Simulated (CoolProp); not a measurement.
A single-stage vapour-compression cycle with the fluid: evaporating at 220.15 K (dew point), condensing at 250.15 K (bubble point), superheat 2 K, subcooling 8 K, compressor efficiency 0.7, no pressure losses. The same conditions are run with several fluids, on thermodynamics alone (safety and materials aside).

Values from CoolProp's reference Helmholtz-energy equation of state of each fluid (R13: Platzer 1990; R227EA: Lemmon 2016; isobutane: Bücker 2006; carbonyl sulfide: Lemmon 2006; propylene: Lemmon 2013; C3F8 (R218): Lemmon 2006). The equations of Platzer and Polt are older, rougher fits.

| fluid | cooling COP | pressure ratio | discharge temperature (K) | refrigerating effect (kJ/kg) | volumetric capacity (kJ/m³) |
|---|---|---|---|---|---|
| R13 | 4.60 | … | 273.1 | 114 | 2650 |
| R227EA | 4.82 | 5.01 | 260.8 | 125 | 175 |
| isobutane | … | 4.51 | 274.1 | 356 | 160 |
| carbonyl sulfide | 4.70 | 3.46 | 315.8 | … | 845 |
| propylene | 4.81 | 3.49 | 285.5 | 399 | 737 |
| C3F8 (R218) | 4.72 | 3.98 | 253.2 | 90.9 | 435 |

Task: Fill in the missing entries.

Result: 
- R13, pressure ratio: 2.80
- isobutane, cooling COP: 4.88
- carbonyl sulfide, refrigerating effect (kJ/kg): 286
